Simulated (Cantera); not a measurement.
Charge: 1 mol SiH2Cl2, 6.4 mol O2, at 248 Torr.

These are equilibrium values from Cantera (NASA tables, ideal gas, pure condensed phases), not measurements of a reactor. Candidate condensed phases: H2O, Si, SiO2; 30 gas species. The tables hold silica as quartz up to 1696 K and as liquid above; real silica turns to tridymite and cristobalite and melts near 1996 K. Gases not in the tables: Si(OH)4. Equilibrium is a limit: real reactors are often held back by kinetics, nucleation or transport.

Task: Which condensed phases are stable at each of these points (T (°C)): 600, 700, 800, 900, 1000, 1100, 1200, 1300, 1400, 1500?

Result: 
```csv
T (°C),condensed phases,Si condensed (%)
600,SiO2(β-quartz),100.0
700,SiO2(β-quartz),100.0
800,SiO2(β-quartz),100.0
900,SiO2(β-quartz),100.0
1000,SiO2(β-quartz),100.0
1100,SiO2(β-quartz),100.0
1200,SiO2(β-quartz),100.0
1300,SiO2(β-quartz),100.0
1400,SiO2(β-quartz),100.0
1500,SiO2(condensed),100.0
```

From 600 °C to 1400 °C the condensed part is SiO2(β-quartz). At 1500 °C the condensed part is SiO2(condensed).
